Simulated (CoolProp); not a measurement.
The fluid at 298.15 K and 3.45 MPa flows at 3.3 m/s in a round tube of 12.7 mm bore and 1.5 µm roughness, fully developed (64/Re and Nu = 3.66 if laminar; Colebrook and Gnielinski if turbulent). The same conditions are run with several fluids, on thermodynamics alone (safety and materials aside).

Computed with CoolProp (reference Helmholtz-energy equation of state of each fluid (c-C4F8 (RC318): Platzer 1990; n-heptane: Span 2003; C3F8 (R218): Lemmon 2006; m-xylene: Zhou 2012; R143a: Lemmon and Jacobsen 2000)). The equations of Platzer and Polt are older, rougher fits.

**Question.** Rank c-C4F8 (RC318), n-heptane, C3F8 (R218), m-xylene, R143a by Reynolds number, highest first.

**Answer.** R143a (340000), C3F8 (R218) (305000), c-C4F8 (RC318) (162000), n-heptane (70700), m-xylene (60500)

```
fluid           Darcy friction factor  pressure drop (Pa/m)  heat-transfer coefficient (W/(m² K))  mass flow (kg/h)
--------------  ---------------------  --------------------  ------------------------------------  ----------------
c-C4F8 (RC318)                 0.0171                 11100                                  4790              2290
n-heptane                      0.0199                  5820                                  4480              1030
C3F8 (R218)                    0.0156                  9090                                  5040              2050
m-xylene                       0.0205                  7580                                  4250              1300
R143a                          0.0153                  6250                                  6440              1430
```

Transport values come from each fluid's own correlations; those of c-C4F8 (RC318), C3F8 (R218), R143a are estimates that may be off by 10 % or more.
